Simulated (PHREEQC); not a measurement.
Solution (25 °C): 30 mmol/kgw Ni(NO3)2, 0.064 mmol/kgw Na2SO4 and 100 mmol/kgw HCl. Closed to the air; pH follows from the charge balance.

All values are PHREEQC results (ion-association model, wateq4f.dat), not measurements.

```
quantity             before  after
-------------------  ------  -----
pH                     1.10   1.38
SI of Halite (NaCl)   -6.76  -7.30
```

**Question.** Which change was made?
(A) diluted 2-fold with water
(B) Ni(NO3)2 from 0.03 to 0.003 mol/kgw
(C) HCl replaced by CaCl2 at the same molality
(D) temperature from 25 to 30 °C
(E) Ni(NO3)2 left out

**Answer.** A, diluted 2-fold with water

This is a speciation only: nothing precipitates in the calculation.
